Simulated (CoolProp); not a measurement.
Vapour-liquid equilibrium of R152A (1) + isobutane (2) at 243.5 K; x and y are mole fractions of (1).

Model: multi-fluid Helmholtz-energy mixture model, Outcalt 1996 and Bücker 2006; pair parameters Bell 2016, in CoolProp.

```json
[
 {"x": "0.05", "bubble pressure, mixture model (bar)": "[?]", "bubble pressure, Raoult's law (bar)": "0.4893", "y, mixture model": "[?]", "y, Raoult's law": "0.080"},
 {"x": "0.2", "bubble pressure, mixture model (bar)": "[?]", "bubble pressure, Raoult's law (bar)": "0.5360", "y, mixture model": "0.506", "y, Raoult's law": "0.293"},
 {"x": "0.35", "bubble pressure, mixture model (bar)": "[?]", "bubble pressure, Raoult's law (bar)": "0.5826", "y, mixture model": "0.597", "y, Raoult's law": "0.471"},
 {"x": "0.5", "bubble pressure, mixture model (bar)": "0.9504", "bubble pressure, Raoult's law (bar)": "0.6292", "y, mixture model": "0.639", "y, Raoult's law": "0.623"},
 {"x": "0.65", "bubble pressure, mixture model (bar)": "0.9611", "bubble pressure, Raoult's law (bar)": "0.6758", "y, mixture model": "[?]", "y, Raoult's law": "0.755"},
 {"x": "0.8", "bubble pressure, mixture model (bar)": "0.9516", "bubble pressure, Raoult's law (bar)": "0.7224", "y, mixture model": "0.719", "y, Raoult's law": "0.869"},
 {"x": "0.95", "bubble pressure, mixture model (bar)": "0.8646", "bubble pressure, Raoult's law (bar)": "0.7690", "y, mixture model": "0.870", "y, Raoult's law": "0.969"}
]
```

Task: Complete the blanks.

Result: 
- 0.05, bubble pressure, mixture model (bar): 0.5961
- 0.05, y, mixture model: 0.238
- 0.2, bubble pressure, mixture model (bar): 0.8205
- 0.35, bubble pressure, mixture model (bar): 0.9153
- 0.65, y, mixture model: 0.670

The largest gap from Raoult's law is +57.1 % in bubble pressure, at x = 0.35. y crosses x between x = 0.65 and 0.8: the model has an azeotrope there.

The pair parameters rest on a limited set of measurements; away from them the model extrapolates. With so large a gap from Raoult's law the liquid may split in two, which this calculation doesn't test in full.
